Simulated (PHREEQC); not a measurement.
Consider water at 20 °C and 10 atm with 0.001 mol NaOH and 0.01 mol H3BO3 per kg of water. Closed to the air; pH follows from the charge balance.

The numbers come from PHREEQC with the ion-association model, phreeqc.dat.

```
quantity                    before     after
------------------------  --------  --------
pH                            8.30      2.12
ionic strength (mol/kgw)   0.00100   0.00930
H3BO3 (mol/kgw)            0.00900   0.00127
H2BO3- (mol/kgw)          0.000999  9.84e-11
```

### Question
Which change was made?
A. NaOH left out
B. NaOH replaced by NaHSO4 at the same molality
C. 0.011 mol/kgw Na2SO4 added
D. H3BO3 replaced by HBF4 at the same molality

### Answer
D, H3BO3 replaced by HBF4 at the same molality

Precipitation was switched off in this run. Real BF4- forms and hydrolyses slowly; the run takes it at equilibrium.
